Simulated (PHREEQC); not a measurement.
Consider water at 20 °C with 0.0094 mol Ni(NO3)2 and 0.0012 mol CO2 per kg of water. Closed to the air; pH follows from the charge balance.

The numbers come from PHREEQC with the ion-association model, wateq4f.dat.

| quantity | before | after |
|---|---|---|
| pH | 4.53 | 7.74 |
| ionic strength (mol/kgw) | 0.0282 | 0.0270 |
| HCO3- (mol/kgw) | 1.90e-5 | 1.80e-5 |

Task: Name the change that produced these shifts.
(A) Ni(NO3)2 left out
(B) 0.011 mol/kgw H2SO4 added
(C) CO2 replaced by Na2CO3 at the same molality
(D) diluted 2-fold with water

Result: C, CO2 replaced by Na2CO3 at the same molality

This is a speciation only: nothing precipitates in the calculation. Some of these states are supersaturated (in Ni(OH)2, for instance). The database's nickel carbonate constants are estimates that later reviews lower a good deal.
